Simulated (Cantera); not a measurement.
A closed system holds: 1 mol SiHCl₃, 0.74 mol HCl, a varied amount of H₂, equilibrated at 1648.15 K and 4.50 mbar.

Method: chemical equilibrium by Gibbs-energy minimisation in Cantera with the NASA 1993 tables (ideal gas, pure condensed phases). Candidate condensed phases: Si; 19 gas species. Kinetics and transport are ignored.

**Question.** At 1300 mol H₂, list the 5 most abundant gas species with their mole fractions, and the condensed phases.

**Answer.** H₂ 0.996, HCl 0.00281, H 0.00133, Si 5.74e-5, SiCl₂ 2.81e-5. Condensed: Si(s).
